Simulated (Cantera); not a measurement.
What does this Cantera script print?

```python
import numpy as np
import cantera as ct

gas = ct.Solution("gri30.yaml")
gas.TPX = 1023, 520, {'H2': 0.037, 'O2': 1, 'N2': 0.0043}
reactor = ct.IdealGasConstPressureReactor(gas, energy="off", clone=False)
net = ct.ReactorNet([reactor])
net.rtol, net.atol = 1e-08, 1e-18
show = ['H2', 'O2', 'H', 'O', 'HO2', 'H2O']
times = np.geomspace(0.0007, 200, 9)

steps = ct.SolutionArray(gas, extra=["t"])
rows = []
print(f"{'t/s':>10s}{'T/K':>9s}{'P/Pa':>11s}" + "".join(f"{s:>11s}" for s in show))
for t in times:
    while net.time < t:
        t_next = net.step()
        steps.append(gas.state, t=t_next)
    rows.append([np.interp(t, steps.t, y) for y in (steps.T, steps.P, *steps(*show).X.T)])
    print(f"{t:10.3e}{rows[-1][0]:9.1f}{rows[-1][1]:11.4g}" + "".join(f"{x:11.3e}" for x in rows[-1][2:]))
rate = np.gradient(steps.T, steps.t)
print("integrator steps:", len(steps.t))
if steps.T.max() > steps.T[0] + 200:
    print(f"time of steepest temperature rise: {steps.t[rate.argmax()]:.4e} s")
gas.TPX = 1023, 520, {'H2': 0.037, 'O2': 1, 'N2': 0.0043}
gas.equilibrate("TP")
print(f"equilibrium (TP): T = {gas.T:.1f} K  " + "  ".join(f"{s} {gas[s].X[0]:.3e}" for s in show))
```

Output:

```
       t/s      T/K       P/Pa         H2         O2          H          O        HO2        H2O
 7.000e-04   1023.0        520  3.553e-02  9.603e-01  1.134e-10  1.240e-10  1.678e-10  7.081e-11
 3.366e-03   1023.0        520  3.553e-02  9.603e-01  2.563e-09  5.392e-09  8.357e-10  7.184e-09
 1.618e-02   1023.0        520  2.981e-02  9.562e-01  1.567e-03  2.720e-03  1.741e-06  4.335e-03
 7.782e-02   1023.0        520  3.600e-04  9.421e-01  3.832e-03  1.553e-02  1.854e-06  3.294e-02
 3.742e-01   1023.0        520  8.811e-05  9.555e-01  4.436e-04  3.726e-03  1.199e-06  3.550e-02
 1.799e+00   1023.0        520  5.809e-06  9.593e-01  7.752e-06  2.524e-04  3.119e-07  3.609e-02
 8.651e+00   1023.0        520  3.243e-07  9.596e-01  1.092e-07  1.469e-05  3.895e-08  3.616e-02
 4.159e+01   1023.0        520  2.881e-08  9.596e-01  3.044e-09  1.349e-06  4.703e-09  3.617e-02
 2.000e+02   1023.0        520  3.886e-09  9.596e-01  1.553e-10  1.856e-07  8.048e-10  3.617e-02
integrator steps: 1947
equilibrium (TP): T = 1023.0 K  H2 8.807e-11  O2 9.596e-01  H 5.423e-13  O 4.258e-09  HO2 6.734e-10  H2O 3.617e-02
```

Computed with Cantera and GRI-Mech 3.0 (53 species, 325 reactions). Radical loss at walls, strong at low pressure, is not modelled. The temperature is held fixed by assumption; the heat of reaction is taken as removed at once.
